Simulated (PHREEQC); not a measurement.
Consider water at 75 °C with 0.0081 mol/kgw H2SO4, 0.16 mol/kgw ZnSO4 and 0.0051 mol/kgw MnSO4. Closed to the air; pH follows from the charge balance.

Model: ion-association model, wateq4f.dat, run in PHREEQC.

Question: The ionic strength comes out as 0.304 mol/kgw. What activity coefficients do HSO4-, Zn+2, Mn+2, H+, Zn(SO4)2-2 get?

Answer: HSO4- 0.68, Zn+2 0.26, Mn+2 0.26, H+ 0.77, Zn(SO4)2-2 0.25.

Precipitation was switched off in this run. Species that the database lacks are ignored. Constants without temperature data keep their 25 °C values here.
